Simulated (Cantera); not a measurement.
## Silicon epitaxy and polysilicon growth: SiCl4 + N2

Input: 1 mol SiCl4, 65 mol N2, equilibrated at 13300 Pa.

Cantera equilibrium calculation (NASA polynomials, part measured and part estimated; ideal gas, pure solids and liquids). Candidate condensed phases: Si, Si3N4; 13 gas species. The tables' values for SiCl3 are old estimates; treat these amounts as uncertain. Rates play no part.

```json
[
 {"T (K)": "973", "x N2": "0.985", "x SiCl4": "0.0152", "x Cl": "7.76e-8", "x SiCl3": "1.02e-7", "x SiCl2": "1.97e-11"},
 {"T (K)": "1023", "x N2": "0.985", "x SiCl4": "0.0152", "x Cl": "2.63e-7", "x SiCl3": "3.25e-7", "x SiCl2": "1.47e-10"},
 {"T (K)": "1073", "x N2": "0.985", "x SiCl4": "0.0152", "x Cl": "7.90e-7", "x SiCl3": "9.31e-7", "x SiCl2": "9.16e-10"},
 {"T (K)": "1123", "x N2": "0.985", "x SiCl4": "0.0151", "x Cl": "2.14e-6", "x SiCl3": "2.44e-6", "x SiCl2": "4.88e-9"},
 {"T (K)": "1173", "x N2": "0.985", "x SiCl4": "0.0151", "x Cl": "5.34e-6", "x SiCl3": "5.90e-6", "x SiCl2": "2.26e-8"},
 {"T (K)": "1223", "x N2": "0.985", "x SiCl4": "0.0151", "x Cl": "1.23e-5", "x SiCl3": "1.33e-5", "x SiCl2": "9.26e-8"},
 {"T (K)": "1273", "x N2": "0.985", "x SiCl4": "0.0151", "x Cl": "2.66e-5", "x SiCl3": "2.79e-5", "x SiCl2": "3.39e-7"},
 {"T (K)": "1323", "x N2": "0.985", "x SiCl4": "0.0151", "x Cl": "5.43e-5", "x SiCl3": "5.55e-5", "x SiCl2": "1.12e-6"},
 {"T (K)": "1373", "x N2": "0.985", "x SiCl4": "0.0150", "x Cl": "0.000106", "x SiCl3": "0.000104", "x SiCl2": "3.36e-6"},
 {"T (K)": "1423", "x N2": "0.985", "x SiCl4": "0.0150", "x Cl": "0.000196", "x SiCl3": "0.000187", "x SiCl2": "9.24e-6"},
 {"T (K)": "1473", "x N2": "0.984", "x SiCl4": "0.0148", "x Cl": "0.000351", "x SiCl3": "0.000319", "x SiCl2": "2.34e-5"},
 {"T (K)": "1523", "x N2": "0.984", "x SiCl4": "0.0146", "x Cl": "0.000608", "x SiCl3": "0.000519", "x SiCl2": "5.51e-5"},
 {"T (K)": "1573", "x N2": "0.984", "x SiCl4": "0.0142", "x Cl": "0.00102", "x SiCl3": "0.000808", "x SiCl2": "0.000121"},
 {"T (K)": "1623", "x N2": "0.983", "x SiCl4": "0.0137", "x Cl": "0.00165", "x SiCl3": "0.00120", "x SiCl2": "0.000248"}
]
```
x: gas mole fraction; nothing condenses.

From 973 K to 1623 K nothing is condensed. The main Si-bearing gas is SiCl4 throughout.
